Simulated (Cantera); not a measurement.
Cantera run, input and output.

```python
import numpy as np
import cantera as ct

gas = ct.Solution("gri30.yaml")
gas.TP = 300, 101325
flame = ct.CounterflowDiffusionFlame(gas, width=0.02)
flame.fuel_inlet.X, flame.fuel_inlet.T = {'CH4': 1}, 600
flame.oxidizer_inlet.X, flame.oxidizer_inlet.T = {'O2': 0.27, 'N2': 0.73}, 423
flame.set_refine_criteria(ratio=3, slope=0.12, curve=0.24, prune=0.03)
show = ['OH', 'H', 'NO', 'CO', 'C2H2']

rows = []
print(f"{'mdot':>8s}{'a_max':>10s}{'a_mean':>10s}{'Tmax/K':>9s}" + "".join(f"{s:>11s}" for s in show) + "   (peak mole fractions)")
for i, mdot in enumerate([0.25, 0.37, 0.53, 0.77, 1.1, 1.6, 2.4]):  # kg/m2/s on the oxidiser side
    flame.oxidizer_inlet.mdot, flame.fuel_inlet.mdot = mdot, 0.74 * mdot
    flame.solve(loglevel=0, auto=(i == 0))
    if flame.T.max() < max(600, 423) + 100:
        print(f"{mdot:8.3g}  no burning solution found from the previous one")
        break
    dT = np.abs(np.gradient(flame.T, flame.grid))
    rows.append([flame.strain_rate("max"), flame.strain_rate("mean"), flame.T.max(),
                 *(flame.X[gas.species_index(s)].max() for s in show), max(dT[0], dT[-1]) / dT.max()])
    print(f"{mdot:8.3g}{rows[-1][0]:10.1f}{rows[-1][1]:10.1f}{rows[-1][2]:9.1f}" + "".join(f"{x:11.3e}" for x in rows[-1][3:-1]))
```

Result:

```
    mdot     a_max    a_mean   Tmax/K         OH          H         NO         CO       C2H2   (peak mole fractions)
    0.25     211.8      43.3   2335.0  1.414e-02  6.329e-03  5.339e-04  8.844e-02  2.198e-02
    0.37     296.6      64.1   2310.8  1.413e-02  6.670e-03  4.715e-04  8.615e-02  2.106e-02
    0.53     406.2      91.8   2293.0  1.403e-02  6.964e-03  4.247e-04  8.418e-02  2.024e-02
    0.77     565.6     133.4   2277.1  1.393e-02  7.275e-03  3.804e-04  8.224e-02  1.930e-02
     1.1     779.6     190.5   2263.4  1.382e-02  7.574e-03  3.393e-04  8.069e-02  1.837e-02
     1.6    1092.3     277.1   2244.9  1.351e-02  7.814e-03  2.914e-04  7.908e-02  1.722e-02
     2.4    1580.9     415.7   2223.4  1.308e-02  8.004e-03  2.378e-04  7.771e-02  1.591e-02
```

Computed with Cantera and GRI-Mech 3.0 (53 species, 325 reactions). GRI-Mech 3.0 has no aromatics or soot, which form on the fuel side of real flames. The maximum strain rate includes the flame's own expansion and is several times the mean.
